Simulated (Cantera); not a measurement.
# Premixed flame

A freely propagating, adiabatic, planar premixed flame of 26.3 % H2, 15.5 % O2, 58.2 % N2, equivalence ratio 0.85, unburnt at 498 K and 760 Torr; mixture-averaged transport, grid criteria slope 0.08 and curve 0.16, no radiation.

Cantera simulation using the H2/O2 subset of GRI-Mech 3.0, which has no nitrogen chemistry; the numbers are that mechanism's predictions, not measurements. Burning velocities carry a grid error of a few per cent, more on coarse grids.

```tsv
z (mm)	T (K)	u (m/s)	x H2	x O2	x H	x HO2	x H2O2	x H2O
-1.25	498	4.56	0.263	0.155	<1e-8	<1e-8	<1e-8	<1e-8
-0.833	498	4.56	0.263	0.155	<1e-8	<1e-8	<1e-8	<1e-8
-0.625	498	4.56	0.263	0.155	<1e-8	<1e-8	<1e-8	<1e-8
-0.417	498	4.56	0.263	0.155	<1e-8	2.78e-7	<1e-8	5.12e-7
-0.208	513	4.66	0.256	0.156	3.22e-5	0.000189	5.99e-6	0.000557
-0.104	752	6.62	0.218	0.151	0.00376	0.000256	3.57e-5	0.0213
0	1202	10.2	0.125	0.115	0.0252	0.000105	7.68e-6	0.104
0.104	1515	12.8	0.0518	0.0631	0.0399	4.89e-5	3.73e-6	0.193
0.208	1671	14.0	0.0339	0.0465	0.0368	3.10e-5	2.10e-6	0.221
0.417	1833	15.2	0.0292	0.0404	0.0269	2.12e-5	1.07e-6	0.235
0.833	1992	16.3	0.0250	0.0364	0.0170	1.41e-5	5.89e-7	0.248
1.67	2131	17.3	0.0192	0.0330	0.00941	8.84e-6	3.78e-7	0.261
3.33	2243	18.1	0.0130	0.0303	0.00449	5.59e-6	2.78e-7	0.274
```
x: mole fraction of selected species; z is measured from the peak of heat release.

```yaml
laminar_burning_velocity: 456 cm/s
thermal_thickness: 0.417 mm
peak x(H): 0.0401
peak x(HO2): 0.000379
peak x(H2O2): 3.67e-5
grid_points: 115
```
